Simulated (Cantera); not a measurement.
An adiabatic, constant-pressure homogeneous reactor starts with CH₄ : CO : O₂ : N₂ = 1 : 0.24 : 6.42 : 24.2 (molar parts), equivalence ratio 0.33, at 1775 K and 285 Torr. Integrator tolerance rtol = 1e-08.

Model: GRI-Mech 3.0 (53 species, 325 reactions), integrated in Cantera.

Task: What does this change do: 0.1 parts H2 added?

Result: 
```csv
quantity,before,after
time of steepest temperature rise,0.311 ms,0.256 ms
temperature at 5.00 s,2368 K,2380 K
equilibrium temperature,2368 K,2380 K
x(CH₄) at 5.00 s,<1e-12 (gas-phase equilibrium <1e-12),<1e-12 (gas-phase equilibrium <1e-12)
x(CO) at 5.00 s,0.00291 (gas-phase equilibrium 0.00291),0.00311 (gas-phase equilibrium 0.00311)
x(O₂) at 5.00 s,0.126 (gas-phase equilibrium 0.126),0.124 (gas-phase equilibrium 0.124)
x(NO₂) at 5.00 s,6.68e-6 (gas-phase equilibrium 6.68e-6),6.63e-6 (gas-phase equilibrium 6.63e-6)
x(CH₃) at 5.00 s,<1e-12 (gas-phase equilibrium <1e-12),<1e-12 (gas-phase equilibrium <1e-12)
x(OH) at 5.00 s,0.00797 (gas-phase equilibrium 0.00797),0.00845 (gas-phase equilibrium 0.00845)
```
